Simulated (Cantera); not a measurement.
Charge: 1 mol B, 0.25 mol NH₃, 0.31 mol H₂, 3.7 mol H₂O, held at 1677 °C.

These are equilibrium values from Cantera (NASA tables, ideal gas, pure condensed phases), not measurements of a reactor. Candidate condensed phases: B, BN, B₂O₃, B₃O₃H₃, H₂O; 39 gas species. Kinetics and transport are ignored.

log p: log10 of the partial pressure in bar; nothing condenses.

| P (Pa) | log p H₂ | log p H₂O | log p HBO₂ | log p H | log p N₂ | log p B₂O₃ |
|---|---|---|---|---|---|---|
| 10 | -4.41 | -4.48 | -4.78 | -5.15 | -5.62 | -6.08 |
| 46 | -3.72 | -3.81 | -4.10 | -4.80 | -4.95 | -5.40 |
| 220 | -3.03 | -3.12 | -3.41 | -4.46 | -4.26 | -4.71 |
| 1000 | [?] | [?] | [?] | [?] | [?] | [?] |
| 4600 | -1.70 | -1.80 | -2.08 | -3.79 | -2.94 | -3.39 |
| 22000 | [?] | [?] | [?] | [?] | [?] | [?] |
| 100000 | -0.36 | -0.46 | -0.74 | -3.12 | -1.60 | -2.05 |

Question: Fill in the missing entries.

Answer: 
- 1000, log p H₂: -2.37
- 1000, log p H₂O: -2.46
- 1000, log p HBO₂: -2.75
- 1000, log p H: -4.12
- 1000, log p N₂: -3.60
- 1000, log p B₂O₃: -4.05
- 22000, log p H₂: -1.02
- 22000, log p H₂O: -1.11
- 22000, log p HBO₂: -1.40
- 22000, log p H: -3.45
- 22000, log p N₂: -2.26
- 22000, log p B₂O₃: -2.70
